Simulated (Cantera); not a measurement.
A diamond (100) surface in a fixed gas of H2 with x(CH4) = 0.015, x(H) = 0.026, x(CH3) = 4.1e-05, 0.0681 atm; coverages are run to steady state.

Cantera simulation using the Harris–Goodwin 1993 mechanism for the reconstructed diamond (100) surface; the numbers are that mechanism's predictions, not measurements.

θ: site fractions in the mechanism's names (c6HH fully hydrogenated, c6H* and c6*H radical sites, c6** diradical, c6HM methylated).

```json
[
 {"T (K)": "950", "growth (µm/h)": "1.18", "θ c6HH": "0.642", "θ c6H*": "0.0145", "θ c6*H": "0.335", "θ c6**": "0.00677", "θ c6HM": "0.00107"},
 {"T (K)": "1025", "growth (µm/h)": "1.67", "θ c6HH": "0.573", "θ c6H*": "0.0209", "θ c6*H": "0.393", "θ c6**": "0.0117", "θ c6HM": "0.000773"},
 {"T (K)": "1100", "growth (µm/h)": "2.15", "θ c6HH": "0.511", "θ c6H*": "0.0283", "θ c6*H": "0.442", "θ c6**": "0.0186", "θ c6HM": "0.000555"},
 {"T (K)": "1175", "growth (µm/h)": "2.37", "θ c6HH": "0.455", "θ c6H*": "0.0362", "θ c6*H": "0.481", "θ c6**": "0.0276", "θ c6HM": "0.000363"},
 {"T (K)": "1250", "growth (µm/h)": "[?]", "θ c6HH": "[?]", "θ c6H*": "[?]", "θ c6*H": "0.511", "θ c6**": "[?]", "θ c6HM": "[?]"},
 {"T (K)": "1325", "growth (µm/h)": "[?]", "θ c6HH": "[?]", "θ c6H*": "[?]", "θ c6*H": "0.533", "θ c6**": "[?]", "θ c6HM": "[?]"},
 {"T (K)": "1400", "growth (µm/h)": "1.09", "θ c6HH": "0.327", "θ c6H*": "0.0602", "θ c6*H": "0.547", "θ c6**": "0.0661", "θ c6HM": "2.12e-5"}
]
```

Problem. What belongs in the gaps?

Solution. 
- 1250, growth (µm/h): 2.02
- 1250, θ c6HH: 0.406
- 1250, θ c6H*: 0.0443
- 1250, θ c6**: 0.0386
- 1250, θ c6HM: 0.000185
- 1325, growth (µm/h): 1.41
- 1325, θ c6HH: 0.363
- 1325, θ c6H*: 0.0523
- 1325, θ c6**: 0.0515
- 1325, θ c6HM: 6.84e-5
